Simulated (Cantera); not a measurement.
Ignition delay

Mixture: CH₄ : O₂ : N₂ = 1 : 3.03 : 11.4 (molar parts), equivalence ratio 0.66, at 0.330 bar, adiabatic and at constant pressure. Ignition delay is the time to a rise of 400 K.

Model: GRI-Mech 3.0 (53 species, 325 reactions), integrated in Cantera.

| T0 (K) | delay (ms) |
|---|---|
| 1273 | 31.2 |
| 1323 | 16.2 |
| 1373 | 8.89 |
| 1423 | 5.15 |
| 1473 | 3.15 |
| 1523 | 2.02 |
| 1573 | 1.35 |

```
Property                                                 Value
--------------------------------------------------  ----------
apparent activation energy between 1473 and 1573 K  160 kJ/mol
```
